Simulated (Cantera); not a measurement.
An adiabatic, constant-pressure homogeneous reactor starts with CO : H2 : O2 : N2 = 1 : 0.17 : 0.713 : 2.68 (molar parts), at 1750 K and 830000 Pa.

Detailed kinetics in Cantera: GRI-Mech 3.0 (53 species, 325 reactions). The hydrogen kinetics of GRI-Mech 3.0 are dated; newer H2 mechanisms differ, most at raised pressure.

x: mole fraction; the columns are a selection and need not sum to one.

```json
[
 {"t (s)": "3.00e-6", "T (K)": "2101", "x CO": "0.163", "x H2": "0.00303", "x O2": "0.0978", "x NO2": "6.82e-8", "x H2O2": "___", "x CO2": "0.0614", "x N2O": "1.69e-6"},
 {"t (s)": "8.58e-6", "T (K)": "2632", "x CO": "0.105", "x H2": "0.00304", "x O2": "0.0719", "x NO2": "5.51e-7", "x H2O2": "___", "x CO2": "0.128", "x N2O": "1.94e-6"},
 {"t (s)": "2.45e-5", "T (K)": "2928", "x CO": "0.0797", "x H2": "0.00208", "x O2": "0.0626", "x NO2": "2.17e-6", "x H2O2": "___", "x CO2": "0.159", "x N2O": "2.55e-6"},
 {"t (s)": "7.02e-5", "T (K)": "2977", "x CO": "0.0738", "x H2": "0.00191", "x O2": "0.0579", "x NO2": "6.54e-6", "x H2O2": "3.66e-7", "x CO2": "0.166", "x N2O": "2.73e-6"},
 {"t (s)": "0.000201", "T (K)": "2967", "x CO": "0.0735", "x H2": "0.00192", "x O2": "0.0540", "x NO2": "1.35e-5", "x H2O2": "3.52e-7", "x CO2": "0.166", "x N2O": "2.85e-6"},
 {"t (s)": "0.000574", "T (K)": "2962", "x CO": "0.0734", "x H2": "0.00193", "x O2": "0.0520", "x NO2": "1.71e-5", "x H2O2": "3.44e-7", "x CO2": "0.166", "x N2O": "2.96e-6"},
 {"t (s)": "0.00164", "T (K)": "2961", "x CO": "0.0734", "x H2": "0.00193", "x O2": "0.0519", "x NO2": "1.73e-5", "x H2O2": "3.43e-7", "x CO2": "0.166", "x N2O": "2.97e-6"},
 {"t (s)": "0.00470", "T (K)": "2961", "x CO": "0.0734", "x H2": "0.00193", "x O2": "0.0519", "x NO2": "1.73e-5", "x H2O2": "3.43e-7", "x CO2": "0.166", "x N2O": "2.97e-6"},
 {"t (s)": "0.0134", "T (K)": "2961", "x CO": "0.0734", "x H2": "0.00193", "x O2": "0.0519", "x NO2": "1.73e-5", "x H2O2": "3.43e-7", "x CO2": "0.166", "x N2O": "2.97e-6"},
 {"t (s)": "0.0385", "T (K)": "2961", "x CO": "0.0734", "x H2": "0.00193", "x O2": "0.0519", "x NO2": "1.73e-5", "x H2O2": "3.43e-7", "x CO2": "0.166", "x N2O": "2.97e-6"},
 {"t (s)": "0.110", "T (K)": "2961", "x CO": "0.0734", "x H2": "0.00193", "x O2": "0.0519", "x NO2": "1.73e-5", "x H2O2": "3.43e-7", "x CO2": "0.166", "x N2O": "2.97e-6"},
 {"t (s)": "0.315", "T (K)": "2961", "x CO": "0.0734", "x H2": "0.00193", "x O2": "0.0519", "x NO2": "1.73e-5", "x H2O2": "3.43e-7", "x CO2": "0.166", "x N2O": "2.97e-6"},
 {"t (s)": "0.900", "T (K)": "2961", "x CO": "0.0734", "x H2": "0.00193", "x O2": "0.0519", "x NO2": "1.73e-5", "x H2O2": "3.43e-7", "x CO2": "0.166", "x N2O": "2.97e-6"}
]
```

Question: Complete the blanks.

Answer: 
- 3.00e-6, x H2O2: 7.39e-7
- 8.58e-6, x H2O2: 2.70e-7
- 2.45e-5, x H2O2: 3.16e-7
